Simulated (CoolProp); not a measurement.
Values from CoolProp's reference Helmholtz-energy equation of state, Smukala 2000.

For ethylene, give the phase and the speed of sound (m/s) at 133.05 °C and 130 kPa; 125.75 °C and 1420 kPa.


- 133.05 °C and 130 kPa: gas; speed of sound 377
- 125.75 °C and 1420 kPa: gas; speed of sound 368
